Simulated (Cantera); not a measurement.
A perfectly stirred reactor is fed with CH4 : N2 = 1 : 11 (molar parts), at 1.01 bar; it is held at 1600 K, and followed from long to short residence time.

Detailed kinetics in Cantera: GRI-Mech 3.0 (53 species, 325 reactions). GRI-Mech 3.0 stops at C3 and has no aromatics, soot or wall deposition, so with more carbon than oxygen in the feed, carbon stays in small species such as C2H2 where larger ones or solid carbon would form.

x: mole fraction; the columns are a selection and need not sum to one.

| τ (s) | x CH4 | x CH3 | x C2H6 | x H | x C2H2 | x H2 |
|---|---|---|---|---|---|---|
| 4.4 | 0.0103 | 3.23e-5 | 2.88e-6 | 1.56e-5 | 0.0333 | 0.101 |
| 1.2 | 0.0191 | 5.83e-5 | 9.63e-6 | 1.34e-5 | 0.0293 | 0.0885 |
| 0.35 | … | … | … | … | … | … |
| 0.10 | 0.0499 | 0.000156 | 7.70e-5 | 7.18e-6 | 0.0146 | 0.0454 |
| 0.029 | 0.0654 | 0.000220 | 0.000163 | 4.18e-6 | 0.00682 | 0.0232 |
| 0.0082 | 0.0761 | 0.000268 | 0.000248 | 1.82e-6 | 0.00169 | 0.00812 |
| 0.0023 | 0.0816 | … | … | … | … | … |
| 0.00066 | 0.0830 | 0.000128 | 4.24e-5 | 1.54e-7 | 2.34e-6 | 0.000198 |

### Question
Fill in the missing entries.

### Answer

- 0.35, x CH4: 0.0326
- 0.35, x CH3: 9.85e-5
- 0.35, x C2H6: 2.89e-5
- 0.35, x H: 1.05e-5
- 0.35, x C2H2: 0.0229
- 0.35, x H2: 0.0697
- 0.0023, x CH3: 0.000228
- 0.0023, x C2H6: 0.000172
- 0.0023, x H: 4.98e-7
- 0.0023, x C2H2: 0.000114
- 0.0023, x H2: 0.00150
